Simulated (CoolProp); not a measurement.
Vapour-liquid equilibrium of propane (1) + R114 (2) at 0.548 MPa; x and y are mole fractions of (1).

Computed with CoolProp (multi-fluid Helmholtz-energy mixture model, Lemmon 2009 and Platzer 1990; pair parameters Bell 2016). This equation is an older, rougher fit; its heat capacities, sound speeds and derivatives of the liquid may be far off and weren't checked against measurements.

Problem. Give the bubble temperature and the first vapour's composition at x = 0.45, 0.65, 0.85. Is there an azeotrope?

Solution. x = 0.45: 295.3 K, y = 0.760; x = 0.65: 287.8 K, y = 0.867; x = 0.85: 281.9 K, y = 0.946. No azeotrope shows between x = 0.05 and 0.95.

Pair parameters are fitted to limited data, so mixtures are less certain than the pure fluids.
